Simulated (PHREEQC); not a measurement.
Dissolve 0.037 mol/kgw HF and 0.00015 mol/kgw NaF at 20 °C. Closed to the air; pH follows from the charge balance.

The numbers come from PHREEQC with the ion-association model, phreeqc.dat.

| quantity | before | after |
|---|---|---|
| pH | 2.30 | 7.89 |
| ionic strength (mol/kgw) | 0.00550 | 0.0372 |
| HF (mol/kgw) | 0.0311 | 5.45e-7 |
| F- (mol/kgw) | 0.00493 | 0.0372 |
| HF2- (mol/kgw) | 0.000564 | 7.44e-8 |
| NaF (mol/kgw) | 3.63e-7 | 2.20e-6 |

Task: Which change was made?
A. diluted 2-fold with water
B. 0.034 mol/kgw H2SO4 added
C. diluted 5-fold with water
D. HF replaced by (CH3)4NF at the same molality
E. temperature from 20 to 15 °C

Result: D, HF replaced by (CH3)4NF at the same molality

No solid was allowed to form. (CH3)4N+ isn't in the database: it is added as a free cation with an ion size of 4 Å.
